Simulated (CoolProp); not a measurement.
Properties of R507A along the isobar 1390 kPa (Tc = 343.8 K, pc = 3705 kPa, ω = 0.286).

Model: reference Helmholtz-energy equation of state, Lemmon 2003, in CoolProp. It is a pseudo-pure fit of the blend.

```csv
T (K),phase,speed of sound (m/s),Joule-Thomson coefficient (K/MPa),fugacity coefficient
215,liquid,779.1,-0.3174,0.04159
222.7,liquid,740.5,-0.2987,0.06144
230.5,liquid,702.5,-0.2763,0.08818
238.2,liquid,665.7,-0.2501,___
245.9,liquid,629.2,-0.2193,0.1651
253.6,liquid,592.7,-0.1826,0.2175
261.3,liquid,556.0,-0.1384,0.2805
269.1,liquid,518.5,-0.08354,0.3555
276.8,liquid,480.7,___,0.4411
284.5,liquid,___,0.07177,0.5382
```

Task: Fill in the missing entries.

Result: 
- 238.2, fugacity coefficient: 0.1223
- 276.8, Joule-Thomson coefficient (K/MPa): -0.01567
- 284.5, speed of sound (m/s): 441.8
